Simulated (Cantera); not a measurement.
A Cantera script and what it prints.

```python
import numpy as np
import cantera as ct

gas_names = """
    B BF BF2 BF3 BN B2 F F2 N NF NF2 NF3 N2
""".split()
cond_names = """
    B(b) B(L) BN(s)
""".split()


def load(file, names, dense=False):
    # The tables refer to 1 bar. Condensed volumes are neglected.
    table = {s.name: s for s in ct.Species.list_from_file(file)}
    out = []
    for n in names:
        d = dict(table[n].input_data)
        d["thermo"] = dict(d["thermo"], **{"reference-pressure": 1e5})
        if dense:
            d["equation-of-state"] = {"model": "constant-volume", "density": "1e6 g/cm^3"}
        out.append(ct.Species.from_dict(d))
    return out


gas = ct.Solution(thermo="ideal-gas", species=load("nasa_gas.yaml", gas_names))
cond = {s.name: ct.Solution(thermo="fixed-stoichiometry", species=[s], name=s.name)
        for s in load("nasa_condensed.yaml", cond_names, dense=True)}
atoms = {
    'BN': {'B': 1, 'N': 1},
    'F2': {'F': 2},
}
top_T = {'BN(s)': 3200}  # K; cautious upper limits of use, not melting points


def equilibrate(T, P, feed):
    n = {}
    for name, mol in feed.items():
        for a, k in atoms[name].items():
            n[a] = n.get(a, 0.0) + k * mol
    gas.TPX = T, P, n
    mass = sum(n.values()) * gas.mean_molecular_weight
    gas.equilibrate("TP")
    valid = [c for c in cond.values() if c.min_temp <= T <= top_T.get(c.name, c.max_temp)]
    mix = ct.Mixture([(gas, mass / gas.mean_molecular_weight)] + [(c, 0.0) for c in valid])
    mix.T, mix.P = T, P
    mix.equilibrate("TP", solver="vcs", rtol=1e-11, max_steps=5000)
    return mix


results = []
T = 1048  # K
P = 96  # Pa
for m in [1.4, 3.1, 4.7, 6.3, 8, 9.6, 11, 13, 15, 16, 18]:
    feed = {'BN': 1, 'F2': m}  # mol
    mix = equilibrate(T, P, feed)
    results.append((T, P, feed, dict(zip(mix.species_names, mix.species_moles))))

top = {s: max(r[3][s] / sum(r[3][g] for g in gas_names) for r in results) for s in gas_names}
cols = sorted((s for s in top if top[s] > 1e-05), key=lambda s: -top[s])[:9]
seen = [c for c in cond_names if any(r[3].get(c, 0) > 1e-12 for r in results)]
print("log10 of partial pressures in bar; condensed amounts in mol")
print(f"{'n(F2)':>10s}" + "".join(f"{s[:9]:>10s}" for s in cols + seen))
for T, P, feed, n in results:
    ng = sum(n[g] for g in gas_names)
    print(f"{feed['F2']:10.4g}" + "".join(f"{np.log10(max(n[s] / ng * P / 1e5, 1e-99)):10.3f}" for s in cols)
          + "".join(f"{n.get(c, 0):10.4g}" for c in seen))
```

Output:

```
log10 of partial pressures in bar; condensed amounts in mol
     n(F2)         F       BF3        N2        F2     BN(s)
       1.4   -17.659    -3.194    -3.495   -33.696   0.06667
       3.1    -3.200    -3.682    -3.983    -4.777         0
       4.7    -3.125    -3.905    -4.206    -4.628         0
       6.3    -3.097    -4.051    -4.352    -4.572         0
         8    -3.081    -4.166    -4.467    -4.541         0
       9.6    -3.073    -4.252    -4.553    -4.523         0
        11    -3.067    -4.316    -4.617    -4.512         0
        13    -3.062    -4.393    -4.694    -4.501         0
        15    -3.058    -4.458    -4.759    -4.493         0
        16    -3.056    -4.488    -4.789    -4.490         0
        18    -3.053    -4.541    -4.842    -4.485         0
```

Cantera equilibrium calculation (NASA polynomials, part measured and part estimated; ideal gas, pure solids and liquids).
